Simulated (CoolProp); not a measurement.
Vapour-liquid equilibrium of CHF3 (R23) (1) + R125 (2) at 238 K; x and y are mole fractions of (1).

Computed with CoolProp (multi-fluid Helmholtz-energy mixture model, Penoncello 2003 and Lemmon 2005; pair parameters Bell 2016).

```
x     bubble pressure, mixture model (kPa)  bubble pressure, Raoult's law (kPa)  y, mixture model  y, Raoult's law
----  ------------------------------------  -----------------------------------  ----------------  ---------------
0.05                                 212.8                                216.6             0.171            0.194
0.2                                  304.7                                315.4             0.496            0.534
0.35                                 401.3                                414.3             0.679            0.712
0.5                                  499.9                                513.1             0.794            0.821
0.65                                 599.7                                611.9             0.874            0.895
0.8                                  701.3                                710.7             0.935            0.948
0.95                                 806.3                                809.5             0.985            0.989
```

The largest gap from Raoult's law is -3.4 % in bubble pressure, at x = 0.2. No azeotrope shows between x = 0.05 and 0.95.

Pair parameters are fitted to limited data, so mixtures are less certain than the pure fluids.
